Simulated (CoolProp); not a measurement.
Values from CoolProp's reference Helmholtz-energy equation of state, Schmidt 1985. Above 300 K oxygen's equation is extrapolated.

Task: For oxygen, give the phase and the speed of sound (m/s), viscosity (µPa s), Prandtl number at 854.7 K and 147 kPa; 784.4 K and 21.1 kPa; 851.4 K and 18.6 kPa.

Result: 
- 854.7 K and 147 kPa: gas; speed of sound 542, viscosity 44.3, Prandtl number 0.746
- 784.4 K and 21.1 kPa: gas; speed of sound 520, viscosity 41.8, Prandtl number 0.743
- 851.4 K and 18.6 kPa: gas; speed of sound 541, viscosity 44.1, Prandtl number 0.746

Viscosity comes from a separate model (Lemmon 2004). Thermal conductivity comes from a separate model (Lemmon 2004).
